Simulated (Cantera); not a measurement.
A jet of H2 : O2 : N2 = 0.015 : 0.085 : 0.79 (molar parts) at 300 K and 0.230 bar hits a platinum plate 9.8 cm away at a mass flux of 0.058 kg/m²/s; the plate temperature is set and raised in steps from an oxygen-covered start.

Detailed kinetics in Cantera: Deutschmann's 1995 Pt surface mechanism with GRI-Mech 3.0 gas chemistry. Catalytic surfaces can have several steady states; this one follows from the mechanism file's or the stated starting coverage.

x: mole fraction at the wall; θ: surface coverage.

```json
[
 {"plate T (K)": "700", "wall x H2": "?", "wall x O2": "0.0784", "wall x H2O": "0.0308", "wall x OH": "<1e-8", "θ free Pt": "0.0299", "θ O*": "0.967", "θ OH*": "0.00281"},
 {"plate T (K)": "750", "wall x H2": "?", "wall x O2": "0.0781", "wall x H2O": "0.0311", "wall x OH": "<1e-8", "θ free Pt": "0.0449", "θ O*": "0.953", "θ OH*": "0.00249"},
 {"plate T (K)": "800", "wall x H2": "?", "wall x O2": "0.0779", "wall x H2O": "0.0314", "wall x OH": "<1e-8", "θ free Pt": "0.0747", "θ O*": "0.923", "θ OH*": "0.00239"},
 {"plate T (K)": "850", "wall x H2": "?", "wall x O2": "0.0778", "wall x H2O": "0.0316", "wall x OH": "<1e-8", "θ free Pt": "0.118", "θ O*": "0.880", "θ OH*": "0.00228"},
 {"plate T (K)": "900", "wall x H2": "?", "wall x O2": "0.0778", "wall x H2O": "0.0316", "wall x OH": "2.63e-8", "θ free Pt": "0.171", "θ O*": "0.827", "θ OH*": "0.00213"},
 {"plate T (K)": "950", "wall x H2": "?", "wall x O2": "0.0777", "wall x H2O": "0.0315", "wall x OH": "7.16e-8", "θ free Pt": "0.230", "θ O*": "0.768", "θ OH*": "0.00194"},
 {"plate T (K)": "1000", "wall x H2": "?", "wall x O2": "0.0778", "wall x H2O": "0.0315", "wall x OH": "1.80e-7", "θ free Pt": "0.292", "θ O*": "0.706", "θ OH*": "0.00174"},
 {"plate T (K)": "1050", "wall x H2": "?", "wall x O2": "0.0783", "wall x H2O": "0.0307", "wall x OH": "5.74e-7", "θ free Pt": "0.356", "θ O*": "0.643", "θ OH*": "0.00153"}
]
```

What belongs in the gaps?


- 700, wall x H2: 0.000949
- 750, wall x H2: 0.000664
- 800, wall x H2: 0.000425
- 850, wall x H2: 0.000280
- 900, wall x H2: 0.000199
- 950, wall x H2: 0.000153
- 1000, wall x H2: 0.000123
- 1050, wall x H2: 8.41e-5
